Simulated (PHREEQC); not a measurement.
0.86 g of hydrous ferric oxide (600 m²/g; 0.2 weak and 0.005 strong sites per Fe, Dzombak-Morel constants, diffuse double layer) in 1 kg of water with 0.05 mol/kgw of an inert sodium salt and 0.28 mmol/kgw Na2SO4, at 25 °C; the pH is set by adding NaOH or the inert anion's acid. Oxygen is held at 0.21 atm. CO2 from the air is kept out. Precipitation was switched off in this run.

The series has 17 steps of pH, from 4 to 10.

The numbers come from PHREEQC with the ion-association model, wateq4f.dat.

Q: Near which pH is half of the S sorbed, and on which side is more sorbed?

A: Near pH 6.4, with more sorbed at lower pH.

Species that the database lacks are ignored.
